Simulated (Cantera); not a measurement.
Feed: 1 mol CHF3, 0.087 mol Si, 7 mol H2, equilibrated at 345 Torr.

Cantera equilibrium calculation (NASA polynomials, part measured and part estimated; ideal gas, pure solids and liquids). Candidate condensed phases: C, C6H6, C7H8, C8H18, Si, SiC; 113 gas species. Equilibrium is a limit: real reactors are often held back by kinetics, nucleation or transport.

x: gas mole fraction; n: condensed amount in mol.

```json
[
 {"T (K)": "748", "x H2": "0.527", "x HF": "0.335", "x CH4": "0.126", "x SiF4": "0.0110", "x H2F2": "…", "n C(graphite)": "0"},
 {"T (K)": "798", "x H2": "0.527", "x HF": "0.335", "x CH4": "0.126", "x SiF4": "0.0110", "x H2F2": "…", "n C(graphite)": "0"},
 {"T (K)": "848", "x H2": "0.568", "x HF": "0.326", "x CH4": "0.0952", "x SiF4": "0.0107", "x H2F2": "…", "n C(graphite)": "0.225"},
 {"T (K)": "898", "x H2": "0.619", "x HF": "0.314", "x CH4": "0.0564", "x SiF4": "0.0103", "x H2F2": "…", "n C(graphite)": "0.524"},
 {"T (K)": "948", "x H2": "0.649", "x HF": "0.307", "x CH4": "0.0333", "x SiF4": "0.0101", "x H2F2": "…", "n C(graphite)": "0.713"},
 {"T (K)": "998", "x H2": "0.667", "x HF": "0.303", "x CH4": "0.0199", "x SiF4": "0.00996", "x H2F2": "…", "n C(graphite)": "0.826"},
 {"T (K)": "1048", "x H2": "0.677", "x HF": "0.301", "x CH4": "0.0123", "x SiF4": "0.00988", "x H2F2": "…", "n C(graphite)": "0.892"},
 {"T (K)": "1098", "x H2": "0.682", "x HF": "0.300", "x CH4": "0.00783", "x SiF4": "0.00984", "x H2F2": "…", "n C(graphite)": "0.931"},
 {"T (K)": "1148", "x H2": "0.686", "x HF": "0.299", "x CH4": "0.00515", "x SiF4": "0.00981", "x H2F2": "…", "n C(graphite)": "0.954"},
 {"T (K)": "1198", "x H2": "0.688", "x HF": "0.299", "x CH4": "0.00349", "x SiF4": "0.00979", "x H2F2": "…", "n C(graphite)": "0.969"},
 {"T (K)": "1248", "x H2": "0.690", "x HF": "0.298", "x CH4": "0.00244", "x SiF4": "0.00978", "x H2F2": "…", "n C(graphite)": "0.978"},
 {"T (K)": "1298", "x H2": "0.690", "x HF": "0.298", "x CH4": "0.00175", "x SiF4": "0.00978", "x H2F2": "…", "n C(graphite)": "0.984"},
 {"T (K)": "1348", "x H2": "0.691", "x HF": "0.298", "x CH4": "0.00128", "x SiF4": "0.00977", "x H2F2": "…", "n C(graphite)": "0.989"}
]
```

Question: Fill in the missing entries.

Answer: 
- 748, x H2F2: 6.71e-6
- 798, x H2F2: 4.98e-6
- 848, x H2F2: 3.62e-6
- 898, x H2F2: 2.67e-6
- 948, x H2F2: 2.07e-6
- 998, x H2F2: 1.68e-6
- 1048, x H2F2: 1.40e-6
- 1098, x H2F2: 1.20e-6
- 1148, x H2F2: 1.04e-6
- 1198, x H2F2: 9.14e-7
- 1248, x H2F2: 8.15e-7
- 1298, x H2F2: 7.35e-7
- 1348, x H2F2: 6.68e-7
